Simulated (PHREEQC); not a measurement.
Consider water at 20 °C with 18 mmol/kgw HCl, 0.093 mmol/kgw ZnSO4 and 0.073 mmol/kgw Fe2(SO4)3. Closed to the air; pH follows from the charge balance.

The numbers come from PHREEQC with the ion-association model, wateq4f.dat.

This is a speciation only: nothing precipitates in the calculation.

Question: What pH does the model give?

Answer: pH 1.80.

Question: In which forms is S present?

Answer: SO4-2 46 %, HSO4- 44 %, FeSO4+ 8.9 %, FeHSO4+2 0.6 % of the S.

Examples of supersaturated solids here: Hematite (slow to form), Goethite (slow to form). Others may be too.
